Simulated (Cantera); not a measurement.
Charge: 1 mol Si2Cl6, 0.0058 mol Cl2, 46 mol N2.

Cantera equilibrium calculation (NASA polynomials, part measured and part estimated; ideal gas, pure solids and liquids). Candidate condensed phases: Si, Si3N4; 13 gas species. The feed counts by its element totals alone. N2 is the only nitrogen source here; it is nearly inert below about 1500 K, so the nitride shown seldom forms there in practice. The tables' values for SiCl3 are old estimates. Kinetics and transport are ignored.

Stable condensed phases, one row left out:

```
T in K \ P in Pa
            100    210    460    980   2100   4500   9600  20000  44000  94000 200000
   1423       A      A      A      A      B      B      B      B      B      B      B
   1373       A      A      A      B      B      B      B      B      B      B      B
   1273       B      B      B      B      B      B      B      B      B      B      B
   1223       B      B      B      B      B      B      B      B      B      B      B
   1173       B      B      B      B      B      B      B      B      B      B      B
   1123       B      B      B      B      B      B      B      B      B      B      B
   1073       B      B      B      B      B      B      B      B      B      B      B
   1023       B      B      B      B      B      B      B      B      B      B      B
    973       B      B      B      B      B      B      B      B      B      B      B
    923       B      B      B      B      B      B      B      B      B      B      B
    873       B      B      B      B      B      B      B      B      B      B      B
```

A: gas only; B: Si3N4.

Problem. Give the row for 1323 K.

Solution. 100: gas only; 210: Si3N4; 460: Si3N4; 980: Si3N4; 2100: Si3N4; 4500: Si3N4; 9600: Si3N4; 20000: Si3N4; 44000: Si3N4; 94000: Si3N4; 200000: Si3N4.
